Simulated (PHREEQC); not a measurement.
A column of 1 m (30 cells, dispersivity 0.035 m, 60 s a shift, diffusion coefficient 3e-10 m²/s) holds 0.014 eq of the database's cation exchanger X per kg of pore water, first in equilibrium with 58 mmol/kgw MgCl2 and 0.01 mmol/kgw HCl. It is flushed with 7.9 mmol/kgw MnCl2, 20 mmol/kgw KCl and 0.01 mmol/kgw HCl, at 25 °C. Values are for the last cell. No CO2 enters from the air. No solid was allowed to form.

The series has 31 steps of pore volumes, from 0 to 3.017.

Equilibrium calculation in PHREEQC: ion-association model, phreeqc.dat.

Q: After how many pore volumes does K at the outlet first reach half of its feed value?

A: By 1.3 pore volumes.

Q: After how many pore volumes does Mn at the outlet first reach half of its feed value?

A: By 1.4 pore volumes.

Complexes and solids missing from the database can't appear.
